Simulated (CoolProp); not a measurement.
Aqueous methanol as a coolant, 46 % by mass, freezing at -47.8 °C, 1 atm.

Values from CoolProp's Melinder's fits for secondary coolants.

```tsv
T (°C)	viscosity (mPa s)	cp (kJ/(kg K))	density (kg/m³)	Prandtl number
-30.6	?	3.169	953.2	131
-23.1	9.50	3.271	949.1	89.9
-15.6	6.62	3.367	944.9	64.0
-8.1	4.78	3.455	?	47.1
-0.7	3.57	3.534	936.2	35.7
6.8	2.73	3.603	?	27.7
14.3	2.14	3.661	927.1	21.9
21.7	1.72	3.705	922.4	17.6
29.2	1.40	3.736	917.6	14.3
36.7	1.15	3.751	912.7	11.7
```

**Question.** Fill in the missing entries.

**Answer.** 
- -30.6, viscosity (mPa s): 14.2
- -8.1, density (kg/m³): 940.5
- 6.8, density (kg/m³): 931.7
